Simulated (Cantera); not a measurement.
What does this Cantera script print?

```python
import numpy as np
import cantera as ct

gas_names = """
    AL ALCL ALCL2 ALCL3 AL2 AL2CL6 CL CL2
""".split()
cond_names = """
    AL(cr) AL(L) ALCL3(s) ALCL3(L)
""".split()


def load(file, names, dense=False):
    # The tables refer to 1 bar. Condensed volumes are neglected.
    table = {s.name: s for s in ct.Species.list_from_file(file)}
    out = []
    for n in names:
        d = dict(table[n].input_data)
        d["thermo"] = dict(d["thermo"], **{"reference-pressure": 1e5})
        if dense:
            d["equation-of-state"] = {"model": "constant-volume", "density": "1e6 g/cm^3"}
        out.append(ct.Species.from_dict(d))
    return out


gas = ct.Solution(thermo="ideal-gas", species=load("nasa_gas.yaml", gas_names))
cond = {s.name: ct.Solution(thermo="fixed-stoichiometry", species=[s], name=s.name)
        for s in load("nasa_condensed.yaml", cond_names, dense=True)}
atoms = {
    'Al': {'AL': 1},
    'Cl2': {'CL': 2},
}
top_T = {}  # K; cautious upper limits of use, not melting points


def equilibrate(T, P, feed):
    n = {}
    for name, mol in feed.items():
        for a, k in atoms[name].items():
            n[a] = n.get(a, 0.0) + k * mol
    gas.TPX = T, P, n
    mass = sum(n.values()) * gas.mean_molecular_weight
    gas.equilibrate("TP")
    valid = [c for c in cond.values() if c.min_temp <= T <= top_T.get(c.name, c.max_temp)]
    mix = ct.Mixture([(gas, mass / gas.mean_molecular_weight)] + [(c, 0.0) for c in valid])
    mix.T, mix.P = T, P
    mix.equilibrate("TP", solver="vcs", rtol=1e-11, max_steps=5000)
    return mix


results = []
feed = {'Al': 1, 'Cl2': 3.1}  # mol
P = 1000  # Pa
for T in [775, 850, 925, 1000, 1075, 1150, 1225, 1300, 1375]:
    mix = equilibrate(T, P, feed)
    results.append((T, P, feed, dict(zip(mix.species_names, mix.species_moles))))

top = {s: max(r[3][s] / sum(r[3][g] for g in gas_names) for r in results) for s in gas_names}
cols = sorted((s for s in top if top[s] > 1e-05), key=lambda s: -top[s])[:7]
seen = [c for c in cond_names if any(r[3].get(c, 0) > 1e-12 for r in results)]
print("log10 of partial pressures in bar; condensed amounts in mol")
print(f"{'T/K':>10s}" + "".join(f"{s[:9]:>10s}" for s in cols + seen))
for T, P, feed, n in results:
    ng = sum(n[g] for g in gas_names)
    print(f"{T:10.4g}" + "".join(f"{np.log10(max(n[s] / ng * P / 1e5, 1e-99)):10.3f}" for s in cols)
          + "".join(f"{n.get(c, 0):10.4g}" for c in seen))
```

Output:

```
log10 of partial pressures in bar; condensed amounts in mol
       T/K       CL2     ALCL3        CL    AL2CL6
       775    -2.207    -2.430    -6.393    -4.087
       850    -2.210    -2.418    -5.659    -4.766
       925    -2.211    -2.416    -5.042    -5.344
      1000    -2.213    -2.416    -4.517    -5.834
      1075    -2.216    -2.417    -4.065    -6.253
      1150    -2.223    -2.420    -3.673    -6.618
      1225    -2.238    -2.425    -3.333    -6.940
      1300    -2.266    -2.435    -3.040    -7.233
      1375    -2.315    -2.452    -2.789    -7.506
```

Equilibrium computed with Cantera from the NASA thermochemical tables; the gas is ideal and each condensed phase is pure.
